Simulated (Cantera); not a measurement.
An adiabatic, constant-volume homogeneous reactor starts with CO : H2 : CH4 : O2 : N2 = 1 : 0.054 : 0.14 : 1.14 : 4.27 (molar parts), equivalence ratio 0.71, at 1600 K and 6000 Torr. Integrator tolerance rtol = 1e-08.

Computed with Cantera and GRI-Mech 3.0 (53 species, 325 reactions). Above 3000 K some thermodynamic fits are extrapolated.

What does this change do: 0.011 parts C2H6 added?


```
quantity                                                            before                                    after
---------------------------------  ---------------------------------------  ---------------------------------------
time of steepest temperature rise                                  15.9 µs                                  11.8 µs
temperature at 1.00 s                                               2979 K                                   2998 K
equilibrium temperature                                             2979 K                                   2998 K
x(CO) at 1.00 s                      0.0458 (gas-phase equilibrium 0.0458)    0.0500 (gas-phase equilibrium 0.0500)
x(H2) at 1.00 s                    0.00201 (gas-phase equilibrium 0.00201)  0.00242 (gas-phase equilibrium 0.00242)
x(CH4) at 1.00 s                     <1e-12 (gas-phase equilibrium <1e-12)    <1e-12 (gas-phase equilibrium <1e-12)
x(CH3) at 1.00 s                     <1e-12 (gas-phase equilibrium <1e-12)    <1e-12 (gas-phase equilibrium <1e-12)
x(C2H) at 1.00 s                     <1e-12 (gas-phase equilibrium <1e-12)    <1e-12 (gas-phase equilibrium <1e-12)
x(N2O) at 1.00 s                   4.48e-6 (gas-phase equilibrium 4.48e-6)  4.43e-6 (gas-phase equilibrium 4.43e-6)
x(C2H2) at 1.00 s                    <1e-12 (gas-phase equilibrium <1e-12)    <1e-12 (gas-phase equilibrium <1e-12)
```

What does this change do: O2 1.14 to 0.83 parts?


```tsv
quantity	before	after
time of steepest temperature rise	15.9 µs	22.2 µs
temperature at 1.00 s	2979 K	2970 K
equilibrium temperature	2979 K	2970 K
x(CO) at 1.00 s	0.0458 (gas-phase equilibrium 0.0458)	0.0633 (gas-phase equilibrium 0.0633)
x(H2) at 1.00 s	0.00201 (gas-phase equilibrium 0.00201)	0.00315 (gas-phase equilibrium 0.00315)
x(CH4) at 1.00 s	<1e-12 (gas-phase equilibrium <1e-12)	<1e-12 (gas-phase equilibrium <1e-12)
x(CH3) at 1.00 s	<1e-12 (gas-phase equilibrium <1e-12)	<1e-12 (gas-phase equilibrium <1e-12)
x(C2H) at 1.00 s	<1e-12 (gas-phase equilibrium <1e-12)	<1e-12 (gas-phase equilibrium <1e-12)
x(N2O) at 1.00 s	4.48e-6 (gas-phase equilibrium 4.48e-6)	3.04e-6 (gas-phase equilibrium 3.04e-6)
x(C2H2) at 1.00 s	<1e-12 (gas-phase equilibrium <1e-12)	<1e-12 (gas-phase equilibrium <1e-12)
```
